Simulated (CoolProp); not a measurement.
Values from CoolProp's reference Helmholtz-energy equation of state, Penoncello 2003.

Question: Give the vapour pressure (kPa), enthalpy of vaporisation (kJ/kg), liquid conductivity (mW/(m K)) of saturated CHF3 (R23) at 248.4 K.

Answer: 
| T (K) | p (kPa) | enthalpy of vaporisation (kJ/kg) | liquid conductivity (mW/(m K)) |
|---|---|---|---|
| 248.4 | 1200 | 180 | 94.8 |

Thermal conductivity comes from a separate model (Shan 2000).
